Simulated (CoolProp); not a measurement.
c-C4F8 (RC318) at 362.08 K and 9.97 MPa flows at 0.22 m/s in a round tube of 12.7 mm bore and 1.5 µm roughness, fully developed (64/Re and Nu = 3.66 if laminar; Colebrook and Gnielinski if turbulent). Each further row changes one setting.

The numbers come from the reference Helmholtz-energy equation of state, Platzer 1990 in CoolProp. This equation is an older, rougher fit; its heat capacities, sound speeds and derivatives of the liquid may be far off and weren't checked against measurements.

```csv
case,Reynolds number,Darcy friction factor,pressure drop (Pa/m),heat-transfer coefficient (W/(m² K)),mass flow (kg/h)
as stated,17500,0.0270,68.1,490,133
velocity 0.44 m/s,35000,0.0230,232,899,266
diameter 25.4 mm,35000,0.0228,28.8,447,532
```

Viscosity comes from a separate model (Huber 2003), an estimate that may be off by 10 % or more. Thermal conductivity comes from a separate model (Huber 2003), an estimate that may be off by 10 % or more.
